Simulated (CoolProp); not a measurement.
Properties of R125 along the isotherm 71.35 °C (Tc = 66.0 °C, pc = 3.618 MPa, ω = 0.305).

Computed with CoolProp (reference Helmholtz-energy equation of state, Lemmon 2005).

```tsv
p (MPa)	phase	Z	isothermal compressibility (1/MPa)
0.388	gas	0.9643	2.675
0.775	gas	0.9269	1.398
1.16	gas	0.8874	0.9813
1.55	gas	0.8447	0.7795
1.94	gas	0.7986	0.6700
2.33	gas	0.7480	0.6120
2.71	gas	0.6927	0.5936
3.1	gas	0.6265	0.6212
3.49	gas	0.5427	0.7516
3.88	supercritical	0.4083	1.529
4.26	supercritical	0.2424	0.5366
4.65	supercritical	0.2362	0.1749
5.04	supercritical	0.2430	0.1051
5.43	supercritical	0.2528	0.07576
```
